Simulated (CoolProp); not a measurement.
Computed with CoolProp (reference Helmholtz-energy equation of state, Lemmon 2006). It is a short technical equation, of lower accuracy than the large ones.

**Question.** For acetone, give the phase and the cp (kJ/(kg K)), cv (kJ/(kg K)) at 541.6 K and 0.233 bar; 445.4 K and 2.41 bar; 370.8 K and 38.7 bar.

**Answer.** 
- 541.6 K and 0.233 bar: gas; cp 1.97, cv 1.83
- 445.4 K and 2.41 bar: gas; cp 1.78, cv 1.61
- 370.8 K and 38.7 bar: liquid; cp 2.35, cv 1.69
